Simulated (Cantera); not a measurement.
Charge: 1 mol SiC, 0.0038 mol C, 0.35 mol H2, held at 1652 °C and 1.00 bar.

Cantera equilibrium calculation (NASA polynomials, part measured and part estimated; ideal gas, pure solids and liquids). Candidate condensed phases: C, C6H6, C7H8, C8H18, Si, SiC; 87 gas species. Rates play no part.

Base state: H2 0.998, H 0.000955, CH4 0.000520, C2H2 (acetylene) 0.000457 (mole fractions); condensed: C(graphite) + SiC(s).

### Question
What changes in the equilibrium state with this change: temperature from 1652 °C to 2325 °C?

### Answer
```tsv
species	before	after
H2	0.998	0.948
H	0.000955	0.0371
C2H2 (acetylene)	0.000457	0.00791
Si	7.15e-7	0.00399
Si2C	1.41e-8	0.000727
Si2	<1e-9	5.08e-5
SiC2	2.06e-8	0.000703
C(graphite), mol	0.00329	0
SiC(s), mol	1.000	0.997
```
Gases not in the tables: Si2H6 and higher silanes.
